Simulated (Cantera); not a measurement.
Feed: 1 mol acetone, 0.014 mol O₂, 0.39 mol H₂, held at 675 °C.

Equilibrium computed with Cantera from the NASA thermochemical tables; the gas is ideal and each condensed phase is pure. Candidate condensed phases: C, C₆H₆, C₇H₈, C₈H₁₈, H₂O; 110 gas species. The feed counts by its element totals alone. The ideal-gas law is rough above about 30 bar. Equilibrium is a limit: real reactors are often held back by kinetics, nucleation or transport.

Q: What share of the C ends up in condensed phases as a function of P (Pa), at 10, 46, 220, 1000, 4600, 22000, 100000, 460000, 2200000, 10000000?

A: 
```tsv
P (Pa)	C condensed (%)	as
10	65.7	C(graphite)
46	65.7	C(graphite)
220	65.8	C(graphite)
1000	66.0	C(graphite)
4600	66.7	C(graphite)
22000	68.9	C(graphite)
100000	70.4	C(graphite)
460000	66.4	C(graphite)
2200000	60.1	C(graphite)
10000000	55.8	C(graphite)
```
